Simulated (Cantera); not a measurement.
## CCl4 + H2 + Si (fluorocarbon and chlorocarbon gases)

Input: 1 mol CCl4, 4.4 mol H2, a varied amount of Si, at 1075 K and 0.000200 bar.

Equilibrium computed with Cantera from the NASA thermochemical tables; the gas is ideal and each condensed phase is pure. Candidate condensed phases: C, C6H6, C7H8, C8H18, Si, SiC; 109 gas species. The tables' values for SiCl3 are old estimates; treat these amounts as uncertain. Rates play no part.

```json
[
 {"n(Si) (mol)": "0.16", "x HCl": "0.541", "x H2": "0.434", "x SiCl4": "0.0235", "x SiCl3": "0.00107", "x SiCl2": "0.000775", "n C(graphite)": "1.000", "n SiC(s)": "0"},
 {"n(Si) (mol)": "0.19", "x HCl": "0.531", "x H2": "0.440", "x SiCl4": "0.0260", "x SiCl3": "0.00122", "x SiCl2": "0.000901", "n C(graphite)": "0.987", "n SiC(s)": "0.0128"},
 {"n(Si) (mol)": "0.23", "x HCl": "0.531", "x H2": "0.440", "x SiCl4": "0.0260", "x SiCl3": "0.00122", "x SiCl2": "0.000901", "n C(graphite)": "0.947", "n SiC(s)": "0.0528"},
 {"n(Si) (mol)": "0.28", "x HCl": "0.531", "x H2": "0.440", "x SiCl4": "0.0260", "x SiCl3": "0.00122", "x SiCl2": "0.000901", "n C(graphite)": "0.897", "n SiC(s)": "0.103"},
 {"n(Si) (mol)": "0.34", "x HCl": "0.531", "x H2": "0.440", "x SiCl4": "0.0260", "x SiCl3": "0.00122", "x SiCl2": "0.000901", "n C(graphite)": "0.837", "n SiC(s)": "0.163"},
 {"n(Si) (mol)": "0.4", "x HCl": "0.531", "x H2": "0.440", "x SiCl4": "0.0260", "x SiCl3": "0.00122", "x SiCl2": "0.000901", "n C(graphite)": "0.777", "n SiC(s)": "0.223"},
 {"n(Si) (mol)": "0.48", "x HCl": "0.531", "x H2": "0.440", "x SiCl4": "0.0260", "x SiCl3": "0.00122", "x SiCl2": "0.000901", "n C(graphite)": "0.697", "n SiC(s)": "0.303"},
 {"n(Si) (mol)": "0.58", "x HCl": "0.531", "x H2": "0.440", "x SiCl4": "0.0260", "x SiCl3": "0.00122", "x SiCl2": "0.000901", "n C(graphite)": "0.597", "n SiC(s)": "0.403"},
 {"n(Si) (mol)": "0.7", "x HCl": "0.531", "x H2": "0.440", "x SiCl4": "0.0260", "x SiCl3": "0.00122", "x SiCl2": "0.000901", "n C(graphite)": "0.477", "n SiC(s)": "0.523"},
 {"n(Si) (mol)": "0.84", "x HCl": "0.531", "x H2": "0.440", "x SiCl4": "0.0260", "x SiCl3": "0.00122", "x SiCl2": "0.000901", "n C(graphite)": "0.337", "n SiC(s)": "0.663"},
 {"n(Si) (mol)": "1", "x HCl": "0.531", "x H2": "0.440", "x SiCl4": "0.0260", "x SiCl3": "0.00122", "x SiCl2": "0.000901", "n C(graphite)": "0.177", "n SiC(s)": "0.823"},
 {"n(Si) (mol)": "1.2", "x HCl": "0.519", "x H2": "0.449", "x SiCl4": "0.0294", "x SiCl3": "0.00142", "x SiCl2": "0.00109", "n C(graphite)": "0", "n SiC(s)": "1.000"}
]
```
x: gas mole fraction; n: condensed amount in mol.

At 0.16 mol Si the condensed part is C(graphite). From 0.19 mol Si to 1 mol Si the condensed part is C(graphite) + SiC(s). At 1.2 mol Si the condensed part is SiC(s). The main Si-bearing gas is SiCl4 throughout. The share of Si in condensed phases is highest at 1.2 mol Si (83.3 %) and lowest at 0.16 mol Si (0.0 %).
